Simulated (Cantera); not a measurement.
What does this Cantera script print?

```python
import numpy as np
import cantera as ct

gas_names = """
    O2 CO
""".split()
cond_names = """
    Ta(cr) TaC(s) Ta2O5(s)
""".split()


def load(file, names, dense=False):
    # The tables refer to 1 bar. Condensed volumes are neglected.
    table = {s.name: s for s in ct.Species.list_from_file(file)}
    out = []
    for n in names:
        d = dict(table[n].input_data)
        d["thermo"] = dict(d["thermo"], **{"reference-pressure": 1e5})
        if dense:
            d["equation-of-state"] = {"model": "constant-volume", "density": "1e6 g/cm^3"}
        out.append(ct.Species.from_dict(d))
    return out


species = {s.name: s for s in load("nasa_gas.yaml", gas_names) + load("nasa_condensed.yaml", cond_names)}
T = 825
g = {n: (s.thermo.h(T) - T * s.thermo.s(T)) / (ct.gas_constant * T * np.log(10)) for n, s in species.items()}
valid = cond_names  # the entries whose range holds T


def stable(la, lb):
    # potentials (over RT ln 10) of the two non-metals from log10 p(O2) and log10 p(CO) in bar
    mu = {}
    mu["O"] = (g["O2"] + la) / 2
    mu["C"] = (g["CO"] + lb - 1 * mu["O"]) / 1
    cost = {}
    for n in valid:
        c = species[n].composition
        cost[n] = (g[n] - sum(c.get(e, 0) * m for e, m in mu.items())) / c["Ta"]
    return min(cost, key=cost.get)


results = []
for lb in [1, -1.1, -3.2, -5.2, -7.3, -9.4, -11.5, -13.5, -15.6, -17.7, -19.8, -21.8, -23.9, -26]:
    row = [stable(la, lb) for la in [-40, -36.9, -33.8, -30.8, -27.7, -24.6, -21.5, -18.5, -15.4, -12.3, -9.2, -6.2, -3.1, 0]]
    results.append(row)
    print(f"{lb:6.1f}  " + " ".join(f"{valid.index(n):x}" for n in row))
print("key: " + ", ".join(f"{i:x} {n}" for i, n in enumerate(valid)))
```

It prints:

```
   1.0  1 1 1 2 2 2 2 2 2 2 2 2 2 2
  -1.1  1 1 1 2 2 2 2 2 2 2 2 2 2 2
  -3.2  1 1 1 2 2 2 2 2 2 2 2 2 2 2
  -5.2  1 1 2 2 2 2 2 2 2 2 2 2 2 2
  -7.3  1 1 2 2 2 2 2 2 2 2 2 2 2 2
  -9.4  1 2 2 2 2 2 2 2 2 2 2 2 2 2
 -11.5  1 2 2 2 2 2 2 2 2 2 2 2 2 2
 -13.5  1 2 2 2 2 2 2 2 2 2 2 2 2 2
 -15.6  2 2 2 2 2 2 2 2 2 2 2 2 2 2
 -17.7  2 2 2 2 2 2 2 2 2 2 2 2 2 2
 -19.8  2 2 2 2 2 2 2 2 2 2 2 2 2 2
 -21.8  2 2 2 2 2 2 2 2 2 2 2 2 2 2
 -23.9  2 2 2 2 2 2 2 2 2 2 2 2 2 2
 -26.0  2 2 2 2 2 2 2 2 2 2 2 2 2 2
key: 0 Ta(cr), 1 TaC(s), 2 Ta2O5(s)
```

Cantera with NASA thermochemical tables; ideal gases at 1 bar, condensed phases pure. TaC: taken at fixed stoichiometry. Not in the tables: Ta2C. Part of the grid cannot be reached: there another gas would pass 10 bar, or a non-metal would condense.
